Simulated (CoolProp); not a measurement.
Saturation properties of carbon monoxide.

Values from CoolProp's reference Helmholtz-energy equation of state, Lemmon 2006. It is a short technical equation, of lower accuracy than the large ones.

```
T (K)  p (MPa)  liquid density (kg/m³)  vapour Z
-----  -------  ----------------------  --------
82.6    0.1129                   789.0    0.9554
85.4    0.1523                   776.5    0.9448
88.3    0.2033                   763.3    0.9324
91.2    0.2660                   749.7         …
94.1         …                   735.6    0.9025
97      0.4330                   721.1    0.8849
99.9    0.5404                       …    0.8656
102.8        …                   690.2    0.8444
105.6   0.8058                       …    0.8219
108.5   0.9718                   656.8    0.7966
111.4    1.161                   638.4    0.7688
114.3    1.375                   618.6    0.7384
117.2    1.616                   597.2    0.7048
120.1    1.886                   573.7    0.6674
123      2.188                   547.3    0.6251
```

Q: Some entries are withheld; supply them.

A: 
- 91.2, vapour Z: 0.9182
- 94.1, p (MPa): 0.3420
- 99.9, liquid density (kg/m³): 705.9
- 102.8, p (MPa): 0.6659
- 105.6, liquid density (kg/m³): 674.2

It boils at 81.6 K under 1 atm.
